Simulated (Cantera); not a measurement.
## Nitride etching: TiN + Cl₂ + N₂

Feed: 1 mol TiN, 16 mol Cl₂, 0.71 mol N₂, held at 10.0 mbar.

Equilibrium computed with Cantera from the NASA thermochemical tables; the gas is ideal and each condensed phase is pure. Candidate condensed phases: Ti, TiCl₂, TiCl₃, TiCl₄, TiN; 9 gas species. The tables' values for TiCl₂ are old estimates; treat these amounts as uncertain. Equilibrium is a limit: real reactors are often held back by kinetics, nucleation or transport.

```json
[
 {"T (K)": "723", "x Cl": "1.20e-5", "x Cl₂": "0.864", "x N₂": "0.0746", "x TiCl₄": "0.0617", "x TiCl₃": "<1e-12", "x TiCl₂": "<1e-12"},
 {"T (K)": "873", "x Cl": "0.000412", "x Cl₂": "0.863", "x N₂": "0.0746", "x TiCl₄": "0.0617", "x TiCl₃": "1.52e-10", "x TiCl₂": "<1e-12"},
 {"T (K)": "1023", "x Cl": "0.00504", "x Cl₂": "0.859", "x N₂": "0.0745", "x TiCl₄": "0.0615", "x TiCl₃": "1.34e-8", "x TiCl₂": "<1e-12"},
 {"T (K)": "1173", "x Cl": "0.0323", "x Cl₂": "0.834", "x N₂": "0.0734", "x TiCl₄": "0.0607", "x TiCl₃": "3.73e-7", "x TiCl₂": "<1e-12"},
 {"T (K)": "1323", "x Cl": "0.131", "x Cl₂": "0.742", "x N₂": "0.0698", "x TiCl₄": "0.0577", "x TiCl₃": "4.90e-6", "x TiCl₂": "<1e-12"},
 {"T (K)": "1473", "x Cl": "0.355", "x Cl₂": "0.533", "x N₂": "0.0614", "x TiCl₄": "0.0507", "x TiCl₃": "3.91e-5", "x TiCl₂": "5.25e-11"},
 {"T (K)": "1623", "x Cl": "0.645", "x Cl₂": "0.263", "x N₂": "0.0506", "x TiCl₄": "0.0416", "x TiCl₃": "0.000240", "x TiCl₂": "4.33e-9"},
 {"T (K)": "1773", "x Cl": "0.831", "x Cl₂": "0.0895", "x N₂": "0.0436", "x TiCl₄": "0.0347", "x TiCl₃": "0.00136", "x TiCl₂": "2.70e-7"},
 {"T (K)": "1923", "x Cl": "0.898", "x Cl₂": "0.0273", "x N₂": "0.0409", "x TiCl₄": "0.0276", "x TiCl₃": "0.00624", "x TiCl₂": "1.08e-5"}
]
```
x: gas mole fraction; nothing condenses.

From 723 K to 1923 K nothing is condensed. The main Ti-bearing gas is TiCl₄ throughout.
